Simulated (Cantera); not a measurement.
Charge: 1 mol Al₂O₃, 3.9 mol O₂, equilibrated at 26.0 Pa.

These are equilibrium values from Cantera (NASA tables, ideal gas, pure condensed phases), not measurements of a reactor. Candidate condensed phases: Al, Al₂O₃; 9 gas species. Rates play no part.

Task: Which condensed phases are stable at each of these points (T (K)): 1500, 1600, 1700, 1800, 1900, 2000, 2100, 2200, 2300, 2400?

Result: 
```json
[
 {"T (K)": "1500", "condensed phases": "Al₂O₃(s)", "Al condensed (%)": "100.0"},
 {"T (K)": "1600", "condensed phases": "Al₂O₃(s)", "Al condensed (%)": "100.0"},
 {"T (K)": "1700", "condensed phases": "Al₂O₃(s)", "Al condensed (%)": "100.0"},
 {"T (K)": "1800", "condensed phases": "Al₂O₃(s)", "Al condensed (%)": "100.0"},
 {"T (K)": "1900", "condensed phases": "Al₂O₃(s)", "Al condensed (%)": "100.0"},
 {"T (K)": "2000", "condensed phases": "Al₂O₃(s)", "Al condensed (%)": "100.0"},
 {"T (K)": "2100", "condensed phases": "Al₂O₃(s)", "Al condensed (%)": "100.0"},
 {"T (K)": "2200", "condensed phases": "Al₂O₃(s)", "Al condensed (%)": "100.0"},
 {"T (K)": "2300", "condensed phases": "Al₂O₃(s)", "Al condensed (%)": "100.0"},
 {"T (K)": "2400", "condensed phases": "Al₂O₃(l)", "Al condensed (%)": "99.8"}
]
```

From 1500 K to 2300 K the condensed part is Al₂O₃(s). At 2400 K the condensed part is Al₂O₃(l).
